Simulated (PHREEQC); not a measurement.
LiOH is added in steps, without added water, to 1 kg of water holding 0.023 mol CaCl2, 0.0014 mol Na2CO3 and 0.0087 mol NaCl, at 25 °C. Oxygen is held at 0.21 atm. CO2 from the air is kept out. Solids allowed: Calcite, Portlandite, Halite, Nahcolite, Natron. Others were left out.

Base run: PHREEQC, ion-association model, wateq4f.dat. Each further column changes one thing. The table gives C in solution (mol/kgw).

```
LiOH added (mol)     base  metal-ligand complexes left out  database phreeqc.dat  Debye-Hückel limiting law  database pitzer.dat
----------------  -------  -------------------------------  --------------------  -------------------------  -------------------
0                 1.90e-5                          1.28e-5               1.91e-5                    2.42e-5              1.25e-5
0.0001875         7.24e-6                          1.62e-6               7.27e-6                    9.17e-6              1.83e-6
0.000375          6.83e-6                          1.25e-6               6.85e-6                    8.46e-6              1.49e-6
0.0005625         6.69e-6                              [?]               6.71e-6                    8.23e-6              1.37e-6
0.00075           6.62e-6                          1.07e-6               6.64e-6                    8.12e-6              1.32e-6
0.0009375         6.58e-6                              [?]               6.60e-6                    8.05e-6              1.29e-6
0.001125          6.55e-6                          1.01e-6               6.57e-6                    8.01e-6              1.27e-6
0.001313          6.53e-6                          9.91e-7               6.55e-6                    7.99e-6              1.25e-6
0.0015            6.52e-6                          9.79e-7               6.54e-6                    7.97e-6                  [?]
```

Task: Some entries are withheld; supply them.

Result: 
- 0.0005625, metal-ligand complexes left out: 1.13e-6
- 0.0009375, metal-ligand complexes left out: 1.03e-6
- 0.0015, database pitzer.dat: 1.24e-6

 pitzer.dat has no redox and few complexes: it carries them in its interaction parameters. phreeqc.dat and wateq4f.dat share most of their constants, so their agreement is no independent check. Solids allowed in the column 'database phreeqc.dat': Calcite, Halite. Solids allowed in the column 'database pitzer.dat': Calcite, Gaylussite, Halite, Nahcolite, Natron, Pirssonite, Portlandite, Trona.
